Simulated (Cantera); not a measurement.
A diamond (100) surface in a fixed gas of H2 with x(CH4) = 0.027, x(CH3) = 0.00064, at 1050 K, 0.197 atm; coverages are run to steady state.

Model: the Harris–Goodwin 1993 mechanism for the reconstructed diamond (100) surface, integrated in Cantera.

One state of this run: growth (µm/h) = 83.2; θ c6HH = 0.544; θ c6H* = 0.0238; θ c6*H = 0.404; θ c6** = 0.0137; θ c6HM = 0.0101. θ: site fractions in the mechanism's names (c6HH fully hydrogenated, c6H* and c6*H radical sites, c6** diradical, c6HM methylated).

Which value of x(H) does it belong to?
A) 0.028
B) 0.0001
C) 0.00065
D) 0.0042

A, 0.028
